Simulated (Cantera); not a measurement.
What does this Cantera script print?

```python
import numpy as np
import cantera as ct

gas_names = """
    AL ALH ALI ALI3 AL2 AL2I6 H HI H2 I I2
""".split()
cond_names = """
    AL(cr) AL(L) ALI3(s) ALI3(L) I2(cr) I2(L)
""".split()


# ... load() reads the species with a 1 bar reference pressure and builds the phases ...
atoms = {
    'Al': {'AL': 1},
    'I2': {'I': 2},
    'H2': {'H': 2},
    'HI': {'H': 1, 'I': 1},
}
top_T = {}  # K; cautious upper limits of use, not melting points


# ... equilibrate(T, P, feed) seeds the gas with the atoms and calls Mixture.equilibrate('TP', solver="vcs", rtol=1e-11, max_steps=5000) ...
results = []
feed = {'Al': 1, 'I2': 0.29, 'H2': 6.3, 'HI': 1.3}  # mol
T = 975  # K
P = 120000  # Pa
mix = equilibrate(T, P, feed)
results.append((T, P, feed, dict(zip(mix.species_names, mix.species_moles))))
x = sorted(zip(gas.X, gas.species_names), reverse=True)
print(f"T = {T:g} K  P = {P:g} Pa  gas = {mix.phase_moles(0):.4g} mol")
print("   x: " + "  ".join(f"{s} {v:.3e}" for v, s in x if v > 1e-05))
print("   condensed (mol): " + ("  ".join(f"{mix.phase(i).name} {mix.phase_moles(i):.4g}"
      for i in range(1, mix.n_phases) if mix.phase_moles(i) > 1e-12) or "none"))
```

Result:

```
T = 975 K  P = 120000 Pa  gas = 7.604 mol
   x: H2 9.140e-01  ALI3 8.036e-02  ALI 5.436e-03  HI 1.113e-04  AL2I6 1.049e-04
   condensed (mol): AL(L) 0.3461
```

Method: chemical equilibrium by Gibbs-energy minimisation in Cantera with the NASA 1993 tables (ideal gas, pure condensed phases).
